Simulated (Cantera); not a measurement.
Cantera run, input and output.

```python
import numpy as np
import cantera as ct

gas = ct.Solution("gri30.yaml")
gas.TPX = 525, 690000, {'CO': 1, 'H2': 0.34, 'O2': 1.14, 'N2': 4.27}
inlet = ct.Reservoir(gas, clone=True)
gas.equilibrate("HP")  # start burning
reactor = ct.IdealGasConstPressureReactor(gas, energy="on", clone=False)
exhaust = ct.Reservoir(gas, clone=True)
tau = [0.047, 0.02, 0.0087, 0.0037, 0.0016, 0.0007, 0.0003, 0.00013, 5.6e-05][0]
for a, b in ((inlet, reactor), (reactor, exhaust)):
    ct.MassFlowController(a, b, mdot=lambda t: reactor.mass / tau)
net = ct.ReactorNet([reactor])
show = ['CO', 'H2', 'O2', 'OH', 'NO']

rows = []
print(f"{'tau/s':>10s}{'T/K':>9s}" + "".join(f"{s:>11s}" for s in show))
for tau in [0.047, 0.02, 0.0087, 0.0037, 0.0016, 0.0007, 0.0003, 0.00013, 5.6e-05]:
    net.initial_time = 0.0
    net.advance(30 * tau)
    before = gas.X
    net.advance(40 * tau)
    drift = np.max(np.abs(gas.X - before) / (gas.X + 1e-9))
    rows.append([gas.T, *gas[show].X, drift])
    print(f"{tau:10.3e}{gas.T:9.1f}" + "".join(f"{x:11.3e}" for x in gas[show].X))
```

It prints:

```
     tau/s      T/K         CO         H2         O2         OH         NO
 4.700e-02   2092.1  9.317e-04  5.781e-05  7.696e-02  1.255e-03  7.326e-04
 2.000e-02   2089.5  1.283e-03  7.507e-05  7.723e-02  1.390e-03  4.060e-04
 8.700e-03   2083.6  1.947e-03  1.082e-04  7.753e-02  1.619e-03  2.537e-04
 3.700e-03   2072.4  3.184e-03  1.709e-04  7.798e-02  1.975e-03  1.741e-04
 1.600e-03   2053.5  5.271e-03  2.769e-04  7.875e-02  2.439e-03  1.265e-04
 7.000e-04   2023.6  8.632e-03  4.457e-04  8.001e-02  2.971e-03  9.056e-05
 3.000e-04   1975.5  1.409e-02  7.110e-04  8.216e-02  3.510e-03  6.105e-05
 1.300e-04   1902.2  2.261e-02  1.093e-03  8.570e-02  3.872e-03  4.023e-05
 5.600e-05   1781.2  3.748e-02  1.667e-03  9.241e-02  3.711e-03  2.436e-05
```

Cantera simulation using GRI-Mech 3.0 (53 species, 325 reactions); the numbers are that mechanism's predictions, not measurements. The hydrogen kinetics of GRI-Mech 3.0 are dated; newer H2 mechanisms differ, most at raised pressure.
